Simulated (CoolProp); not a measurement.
A Linde-Hampson liquefier for ethylene: isothermal reversible compression at 320 K from 1 atm to 15 MPa, throttling to 1 atm, return gas leaving the recuperator 0 K below the feed. Each further row changes one setting.

The numbers come from the reference Helmholtz-energy equation of state, Smukala 2000 in CoolProp.

| case | liquid yield per pass | compression work (kJ/kg of gas) |
|---|---|---|
| as stated | 0.395 | 404 |
| high pressure 30 MPa | ___ | ___ |
| warm-end temperature 350 K | ___ | 465 |
| warm-end gap 5 K | ___ | 404 |

Problem. Fill in the missing entries.

Solution. 
- high pressure 30 MPa, liquid yield per pass: 0.429
- high pressure 30 MPa, compression work (kJ/kg of gas): 444
- warm-end temperature 350 K, liquid yield per pass: 0.291
- warm-end gap 5 K, liquid yield per pass: 0.388
